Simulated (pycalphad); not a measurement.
CALPHAD calculation (pycalphad, COST 507 light-alloy database (1999)), 1 atm. These are 1990s assessments: newer ones move some temperatures and phases. Diffusion is slow at the low end, where real alloys seldom reach equilibrium.

Molar enthalpy of Ti-0.22Hf-21.76B (at.%) in equilibrium (SER reference):

| T (°C) | H (kJ/mol) | phases |
|---|---|---|
| 2577 | 82.83 | LIQUID |
| 2457 | 77.66 | LIQUID |
| 2337 | 72.50 | LIQUID |
| 2217 | 67.33 | LIQUID |
| 2097 | 62.17 | LIQUID |
| 1977 | 57.00 | LIQUID |
| 1857 | 51.84 | LIQUID |
| 1817 | 50.12 | LIQUID |
| 1777 | 48.40 | LIQUID |
| 1737 | 43.96 | LIQUID + BM |
| 1617 | 29.83 | LIQUID + BM |
| 1537 | 11.60 | BCC_A2 + BM |
| 1497 | 10.18 | BCC_A2 + BM |
| 1377 | 6.05 | BCC_A2 + BM |
| 1257 | 2.07 | BCC_A2 + BM |
| 1137 | -1.78 | BCC_A2 + BM |
| 1017 | -5.51 | BCC_A2 + BM |
| 897 | -9.13 | BCC_A2 + BM |
| 777 | -15.28 | HCP_A3 + BM |
| 657 | -19.01 | HCP_A3 + BM |
| 537 | -22.61 | HCP_A3 + BM |
| 417 | -26.07 | HCP_A3 + BM |
| 297 | -29.38 | HCP_A3 + BM |

Cooling from 1777 °C to 1537 °C, across the freezing range, releases 36.8 kJ/mol, or 918 J/g. The slope is 43 J/(mol K) in the liquid and 35 J/(mol K) just below the solidus, where it includes any heat of precipitation. Liquidus 1772 °C, solidus 1541 °C. Changes were sought between steps of 40 K, so a narrower field can be missed.

Database names, with the compositions (at.%) that they take in these runs: BM: Ti 50 B 50. BCC_A2 is bcc; HCP_A3 is hcp.
